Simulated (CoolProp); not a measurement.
Saturation properties of vinyl chloride (Tc = 151.9 °C, pc = 5600 kPa, ω = 0.160).

The numbers come from the reference Helmholtz-energy equation of state, Thol 2022 in CoolProp.

| T (°C) | p (kPa) | liquid density (kg/m³) | vapour density (kg/m³) | enthalpy of vaporisation (kJ/kg) | liquid cp (kJ/(kg K)) |
|---|---|---|---|---|---|
| 5.05 | 207.5 | 936.2 | 5.892 | 339.7 | 1.500 |
| 14.65 | 286.4 | 918.6 | … | 331.5 | 1.514 |
| 24.25 | 386.2 | 900.7 | 10.55 | 322.9 | 1.531 |
| 33.75 | 508.7 | … | 13.70 | 314.1 | 1.551 |
| 43.35 | 659.8 | 863.6 | 17.58 | 304.8 | 1.576 |
| 52.95 | 841.8 | 844.0 | 22.28 | 294.9 | 1.606 |
| 62.45 | 1056 | 823.9 | 27.87 | 284.5 | … |
| 72.05 | 1311 | 802.5 | 34.66 | 273.1 | 1.688 |
| 81.65 | 1608 | 779.9 | 42.83 | 260.7 | 1.745 |

### Question
What belongs in the gaps?

### Answer

- 14.65, vapour density (kg/m³): 7.965
- 33.75, liquid density (kg/m³): 882.5
- 62.45, liquid cp (kJ/(kg K)): 1.642

It boils at -13.9 °C under 1 atm.
